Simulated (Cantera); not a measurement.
Input (Python, Cantera):

```python
import numpy as np
import cantera as ct

gas = ct.Solution("gri30.yaml")
gas.TPX = 1823, 43000, {'H2': 1, 'O2': 0.227, 'N2': 0.855}
reactor = ct.IdealGasConstPressureReactor(gas, energy="on", clone=False)
net = ct.ReactorNet([reactor])
net.rtol, net.atol = 1e-08, 1e-16
show = ['H2', 'O2', 'NO2', 'H', 'OH', 'NO', 'N2O']
times = np.geomspace(2e-06, 0.8, 13)

steps = ct.SolutionArray(gas, extra=["t"])
rows = []
print(f"{'t/s':>10s}{'T/K':>9s}{'P/Pa':>11s}" + "".join(f"{s:>11s}" for s in show))
for t in times:
    while net.time < t:
        t_next = net.step()
        steps.append(gas.state, t=t_next)
    rows.append([np.interp(t, steps.t, y) for y in (steps.T, steps.P, *steps(*show).X.T)])
    print(f"{t:10.3e}{rows[-1][0]:9.1f}{rows[-1][1]:11.4g}" + "".join(f"{x:11.3e}" for x in rows[-1][2:]))
rate = np.gradient(steps.T, steps.t)
print("integrator steps:", len(steps.t))
if steps.T.max() > steps.T[0] + 200:
    print(f"time of steepest temperature rise: {steps.t[rate.argmax()]:.4e} s")
gas.TPX = 1823, 43000, {'H2': 1, 'O2': 0.227, 'N2': 0.855}
gas.equilibrate("HP")
print(f"equilibrium (HP): T = {gas.T:.1f} K  " + "  ".join(f"{s} {gas[s].X[0]:.3e}" for s in show))
```

Output:

```
       t/s      T/K       P/Pa         H2         O2        NO2          H         OH         NO        N2O
 2.000e-06   1823.0    4.3e+04  4.803e-01  1.090e-01  2.130e-18  1.520e-05  1.320e-06  1.117e-13  1.154e-11
 5.860e-06   1823.1    4.3e+04  4.797e-01  1.088e-01  6.178e-16  4.090e-04  3.619e-05  6.435e-12  9.066e-11
 1.717e-05   1955.4    4.3e+04  2.100e-01  7.084e-03  4.582e-12  1.670e-01  1.434e-02  6.384e-07  3.885e-09
 5.030e-05   2121.2    4.3e+04  2.135e-01  3.159e-03  5.920e-11  1.513e-01  1.657e-02  8.284e-06  3.942e-09
 1.474e-04   2378.5    4.3e+04  2.322e-01  2.175e-03  3.117e-10  1.183e-01  1.796e-02  3.166e-05  5.784e-09
 4.317e-04   2666.8    4.3e+04  2.517e-01  1.185e-03  2.859e-09  8.222e-02  1.685e-02  1.484e-04  1.826e-08
 1.265e-03   2798.8    4.3e+04  2.608e-01  7.849e-04  1.669e-08  6.549e-02  1.509e-02  6.318e-04  3.545e-08
 3.706e-03   2801.0    4.3e+04  2.619e-01  7.520e-04  3.773e-08  6.455e-02  1.482e-02  1.432e-03  4.263e-08
 1.086e-02   2800.4    4.3e+04  2.621e-01  7.465e-04  4.320e-08  6.444e-02  1.476e-02  1.645e-03  4.517e-08
 3.181e-02   2800.4    4.3e+04  2.621e-01  7.464e-04  4.323e-08  6.444e-02  1.476e-02  1.646e-03  4.519e-08
 9.320e-02   2800.4    4.3e+04  2.621e-01  7.464e-04  4.323e-08  6.444e-02  1.476e-02  1.646e-03  4.519e-08
 2.731e-01   2800.4    4.3e+04  2.621e-01  7.464e-04  4.323e-08  6.444e-02  1.476e-02  1.646e-03  4.519e-08
 8.000e-01   2800.4    4.3e+04  2.621e-01  7.464e-04  4.323e-08  6.444e-02  1.476e-02  1.646e-03  4.519e-08
integrator steps: 1154
time of steepest temperature rise: 1.3734e-05 s
equilibrium (HP): T = 2800.4 K  H2 2.621e-01  O2 7.464e-04  NO2 4.323e-08  H 6.444e-02  OH 1.476e-02  NO 1.646e-03  N2O 4.519e-08
```

Cantera simulation using GRI-Mech 3.0 (53 species, 325 reactions); the numbers are that mechanism's predictions, not measurements.
